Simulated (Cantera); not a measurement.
Charge: 1 mol Al(CH3)3, 1.9 mol NH3, 300 mol H2, equilibrated at 10.0 mbar.

These are equilibrium values from Cantera (NASA tables, ideal gas, pure condensed phases), not measurements of a reactor. Candidate condensed phases: Al, AlN, C, C6H6, C7H8, C8H18; 97 gas species. The feed counts by its element totals alone. Kinetics and transport are ignored.

log p: log10 of the partial pressure in bar; n: condensed amount in mol.

| T (K) | log p H2 | log p H | log p CH4 | log p Al | log p N2 | n AlN(s) | n C(graphite) |
|---|---|---|---|---|---|---|---|
| 800 | -2.00 | -12.54 | -4.01 | <-14 | -4.83 | 1.00 | (withheld) |
| 900 | -2.00 | -10.93 | -4.51 | <-14 | -4.83 | 1.00 | (withheld) |
| 1000 | -2.00 | -9.64 | -5.02 | <-14 | -4.83 | 1.00 | 2.71 |
| 1100 | -2.00 | -8.59 | -5.45 | <-14 | -4.84 | 1.00 | 2.89 |
| 1200 | -2.00 | -7.71 | -5.80 | -13.35 | -4.84 | 1.00 | 2.95 |
| 1300 | -2.00 | -6.96 | -6.11 | -11.21 | -4.84 | 1.00 | 2.97 |
| 1400 | -2.00 | -6.31 | -6.37 | -9.38 | -4.84 | 1.000 | 2.98 |
| 1500 | -2.00 | -5.75 | -6.59 | -7.79 | -4.84 | 0.999 | 2.97 |
| 1600 | -2.00 | -5.27 | -6.79 | -6.40 | -4.84 | 0.987 | 2.95 |
| 1700 | -2.00 | -4.83 | -6.96 | -5.22 | -4.77 | 0.803 | 2.90 |
| 1800 | -2.00 | -4.45 | -7.12 | -4.51 | -4.54 | 0 | 2.78 |
| 1900 | -2.01 | -4.10 | -7.26 | -4.51 | -4.55 | 0 | 2.60 |
| 2000 | -2.01 | -3.79 | -7.39 | -4.51 | -4.58 | 0 | (withheld) |
| 2100 | -2.02 | -3.52 | -7.52 | -4.51 | -4.61 | 0 | (withheld) |

Task: Fill in the missing entries.

Result: 
- 800, n C(graphite): 0
- 900, n C(graphite): 2.05
- 2000, n C(graphite): 2.28
- 2100, n C(graphite): 1.77
